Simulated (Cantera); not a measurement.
## Premixed flame

A freely propagating, adiabatic, planar premixed flame of H₂ : O₂ : N₂ : H₂O = 1 : 0.893 : 3.36 : 0.35 (molar parts), unburnt at 648 K and 82.5 Torr; mixture-averaged transport, grid criteria slope 0.08 and curve 0.16, no radiation.

Computed with Cantera and the H2/O2 subset of GRI-Mech 3.0, which has no nitrogen chemistry. Burning velocities carry a grid error of a few per cent, more on coarse grids. Lean hydrogen flames are cellular in practice and burn faster than this planar one.

```
z (mm)  T (K)  u (m/s)     x H₂    x O₂   x H₂O   x H₂O₂       x O      x OH
------  -----  -------  -------  ------  ------  -------  --------  --------
-23.7     648     4.58    0.178   0.159  0.0625    <1e-8     <1e-8     <1e-8
-15.8     648     4.58    0.178   0.159  0.0625    <1e-8     <1e-8     <1e-8
-11.9     648     4.58    0.178   0.159  0.0625    <1e-8     <1e-8     <1e-8
-7.91     648     4.58    0.178   0.159  0.0625    <1e-8   1.25e-8     <1e-8
-3.95     657     4.64    0.176   0.159  0.0634  8.09e-7   1.26e-5   3.02e-5
-1.98     761     5.30    0.156   0.156  0.0748  8.83e-7  0.000295  0.000294
0        1045     7.11   0.0787   0.128   0.137  8.95e-7   0.00507   0.00221
1.98     1275     8.58   0.0236  0.0909   0.201  1.23e-6    0.0122   0.00591
3.95     1387     9.28   0.0170  0.0838   0.215  9.76e-7    0.0131   0.00773
7.91     1509     10.0   0.0152  0.0809   0.223  5.89e-7    0.0117   0.00946
15.8     1630     10.7   0.0126  0.0787   0.232  3.10e-7   0.00929    0.0106
31.6     1737     11.3  0.00908  0.0772   0.241  1.67e-7   0.00647    0.0106
63.2     1822     11.8  0.00553  0.0764   0.249  9.62e-8   0.00383   0.00927
```
x: mole fraction of selected species; z is measured from the peak of heat release.

```json
{
 "laminar_burning_velocity": "458 cm/s",
 "thermal_thickness": "7.91 mm",
 "peak x(H₂O₂)": "1.26e-6",
 "peak x(O)": "0.0132",
 "peak x(OH)": "0.0107",
 "grid_points": "124"
}
```
